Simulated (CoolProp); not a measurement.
Vapour-liquid equilibrium of ethane (1) + hydrogen sulfide (2) at -25.35 °C; x and y are mole fractions of (1).

Model: multi-fluid Helmholtz-energy mixture model, Bücker 2006 and Lemmon 2006; pair parameters Kunz 2012, in CoolProp.

```csv
x,"bubble pressure, mixture model (MPa)","bubble pressure, Raoult's law (MPa)","y, mixture model","y, Raoult's law"
0.05,0.6388,0.4907,0.305,0.124
0.125,0.8266,0.5484,0.480,0.278
0.2,0.9428,0.6060,0.560,0.403
0.275,1.017,0.6637,0.605,0.506
0.35,1.068,0.7213,0.637,0.592
0.425,1.107,0.7790,0.663,0.666
0.5,1.140,0.8367,0.688,0.730
0.575,1.168,0.8943,0.714,0.785
0.65,1.194,0.9520,0.744,0.834
0.725,1.215,1.010,0.780,0.877
0.8,1.231,1.067,0.823,0.915
0.875,1.238,1.125,0.877,0.950
0.95,1.233,1.183,0.945,0.981
```

The largest gap from Raoult's law is +55.6 % in bubble pressure, at x = 0.2. y crosses x between x = 0.875 and 0.95: the model has an azeotrope there.

The pair parameters rest on a limited set of measurements; away from them the model extrapolates. With so large a gap from Raoult's law the liquid may split in two, which this calculation doesn't test in full.
